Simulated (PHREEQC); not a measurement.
Make-up at 20 °C: 39 mmol/kgw NH4HF2, 10 mmol/kgw H2SiF6, 21 mmol/kgw H3PO4 and 170 mmol/kgw HCl. Closed to the air; pH follows from the charge balance.

All values are PHREEQC results (ion-association model, phreeqc.dat), not measurements.

The ionic strength comes out as 0.203 mol/kgw. What activity coefficients do F-, SiF6-2, NH4+, H+, HF2- get?

F- 0.71, SiF6-2 0.30, NH4+ 0.68, H+ 0.80, HF2- 0.75.

No solid was allowed to form. SiF6-2 is the database's only silicon fluoride.
